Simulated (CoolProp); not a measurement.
Properties of fluoroethane (R161) along the isotherm 450 K.

Computed with CoolProp (reference Helmholtz-energy equation of state, Wu 2012).

```
p (kPa)  phase  cp (kJ/(kg K))  speed of sound (m/s)  isothermal compressibility (1/MPa)  expansivity (1/kK)
-------  -----  --------------  --------------------  ----------------------------------  ------------------
15.8       gas           1.687                 294.4                               63.33               2.227
24.6       gas           1.687                 294.3                               40.69               2.229
38.3       gas           1.688                 294.2                               26.15               2.233
59.7       gas           1.689                 294.0                               16.79               2.239
92.9       gas           1.690                 293.7                               10.80               2.249
145        gas           1.693                 293.3                               6.936               2.264
225        gas           1.696                 292.5                               4.484               2.288
351        gas           1.702                 291.4                               2.889               2.326
546        gas           1.712                 289.7                               1.872               2.387
851        gas           1.728                 287.0                               1.216               2.486
1320       gas           1.754                 282.8                              0.7997               2.649
2060       gas           1.800                 276.2                              0.5296               2.937
3210       gas           1.888                 266.0                              0.3593               3.476
5000       gas           2.073                 250.6                              0.2542               4.608
```
